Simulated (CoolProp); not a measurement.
n-undecane at several states: fugacity coefficient from the reference equation and from simpler models built on Tc = 638.8 K, pc = 1.990 MPa, ω = 0.539; each cubic takes its own stable root.

Model: reference Helmholtz-energy equation of state, Aleksandrov 2011, in CoolProp. It is a short technical equation, of lower accuracy than the large ones.

```json
[
 {"T (K)": "618.8", "p (MPa)": "0.0352", "phase": "gas", "reference": "0.9923", "van der Waals": "0.9943", "Redlich-Kwong": "0.9934", "Peng-Robinson": "0.9925"},
 {"T (K)": "303.5", "p (MPa)": "0.0872", "phase": "liquid", "reference": "0.0009937", "van der Waals": "0.4346", "Redlich-Kwong": "0.02483", "Peng-Robinson": "0.001130"},
 {"T (K)": "489.6", "p (MPa)": "0.0331", "phase": "gas", "reference": "0.9824", "van der Waals": "0.9908", "Redlich-Kwong": "0.9881", "Peng-Robinson": "0.9849"},
 {"T (K)": "410.3", "p (MPa)": "10.7", "phase": "liquid", "reference": "0.003573", "van der Waals": "0.07717", "Redlich-Kwong": "0.01794", "Peng-Robinson": "0.003771"}
]
```
